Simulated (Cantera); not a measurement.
Charge: 1 mol Si, 0.098 mol CO₂, 200 mol N₂, at 950 °C and 1.10e-5 bar.

Equilibrium computed with Cantera from the NASA thermochemical tables; the gas is ideal and each condensed phase is pure. Candidate condensed phases: C, Si, SiC, SiO₂, Si₂N₂O, Si₃N₄; 34 gas species. N₂ is the only nitrogen source here; it is nearly inert below about 1500 K, so the nitride shown seldom forms there in practice. Mutual solubility and eutectic melting of coexisting phases are not modelled. Equilibrium is a limit: real reactors are often held back by kinetics, nucleation or transport.

Base state: N₂ 1.000, CO 2.99e-5 (mole fractions); condensed: SiC(s) + Si₂N₂O(s) + Si₃N₄(s).

### Question
What changes in the equilibrium state with this change: CO₂ from 0.098 to 0.57 mol?

### Answer
```tsv
species	before	after
N₂	1.000	0.996
CO	2.99e-5	0.00285
SiO	3.40e-6	0.000699
SiC(s), mol	0.0920	0
Si₂N₂O(s), mol	0.189	0.430
Si₃N₄(s), mol	0.176	0
```

### Question
What changes in the equilibrium state with this change: temperature from 950 °C to 1950 °C?

### Answer
| species | before | after |
|---|---|---|
| N₂ | 1.000 | 0.995 |
| Si | 8.80e-9 | 0.00448 |
| SiO | 3.40e-6 | 0.000487 |
| CO | 2.99e-5 | 0.000487 |
| SiC(s), mol | 0.0920 | 0 |
| Si₂N₂O(s), mol | 0.189 | 0 |
| Si₃N₄(s), mol | 0.176 | 0 |

### Question
What changes in the equilibrium state with this change: CO₂ from 0.098 to 0.49 mol?

### Answer
```tsv
species	before	after
N₂	1.000	0.998
CO	2.99e-5	0.00241
SiO	3.40e-6	1.47e-5
SiC(s), mol	0.0920	0.00765
Si₂N₂O(s), mol	0.189	0.495
Si₃N₄(s), mol	0.176	0
```
